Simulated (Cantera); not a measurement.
Input: 1 mol Si₂Cl₆, 81 mol H₂, equilibrated at 101000 Pa.

Cantera equilibrium calculation (NASA polynomials, part measured and part estimated; ideal gas, pure solids and liquids). Candidate condensed phases: Si; 19 gas species. The feed counts by its element totals alone. The numbers say what is thermodynamically allowed, not how fast it happens.

Over these rows the condensed part is Si(s). Partial pressures as log10 of bar:

```json
[
 {"T (K)": "1000", "1000/T (1/K)": "1.0000", "log p SiCl₂": "-4.13", "log p H₂": "-0.01", "log p HCl": "-2.18"},
 {"T (K)": "1075", "1000/T (1/K)": "0.9302", "log p SiCl₂": "-3.58", "log p H₂": "-0.01", "log p HCl": "-1.94"},
 {"T (K)": "1150", "1000/T (1/K)": "0.8696", "log p SiCl₂": "-3.12", "log p H₂": "-0.01", "log p HCl": "-1.73"},
 {"T (K)": "1225", "1000/T (1/K)": "0.8163", "log p SiCl₂": "?", "log p H₂": "-0.01", "log p HCl": "-1.57"},
 {"T (K)": "1300", "1000/T (1/K)": "0.7692", "log p SiCl₂": "-2.46", "log p H₂": "-0.02", "log p HCl": "-1.45"},
 {"T (K)": "1375", "1000/T (1/K)": "0.7273", "log p SiCl₂": "-2.27", "log p H₂": "-0.02", "log p HCl": "-1.37"}
]
```

### Question
Fit log p(SiCl₂) = a + b·(1000/T) to the five rows, give the apparent enthalpy, and predict the row at 1225 K.

### Answer
Means: 1000/T = 0.8593, log p = -3.112. Sxy = -0.346385, Sxx = 0.0504714, so b = -6.86 and a = -3.112 − (-6.86)×0.8593 = 2.78.
Apparent enthalpy: −19.145 × (-6.86) = 131 kJ/mol. With the condensed phases at unit activity, Si(s) + 2 HCl(g) = SiCl₂(g) + H₂(g) links this pressure to the main gases: over the six rows their terms move log p by +1.63 in all, so the slope isn't that reaction's ΔH° alone. The five rows lie within 0.07 of the line.
Prediction at 1225 K: 2.78 + (-6.86)×0.8163 = -2.82. The computed value is -2.75, 0.07 from the line.
